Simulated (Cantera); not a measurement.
Mixture: CH₄ : O₂ : N₂ = 1 : 2.99 : 19.4 (molar parts), equivalence ratio 0.67, at 1.00 bar, adiabatic and at constant volume. Ignition delay is the time to a rise of 400 K.

Cantera simulation using GRI-Mech 3.0 (53 species, 325 reactions); the numbers are that mechanism's predictions, not measurements.

Task: Predict: delay at 1300 K; delay at 1400 K; delay at 1500 K; delay at 1600 K; apparent activation energy between 1550 and 1650 K.

Result: 
```
Quantity                                                 Value
--------------------------------------------------  ----------
delay at 1300 K                                        15.4 ms
delay at 1400 K                                        4.49 ms
delay at 1500 K                                        1.52 ms
delay at 1600 K                                       0.610 ms
apparent activation energy between 1550 and 1650 K  180 kJ/mol
```
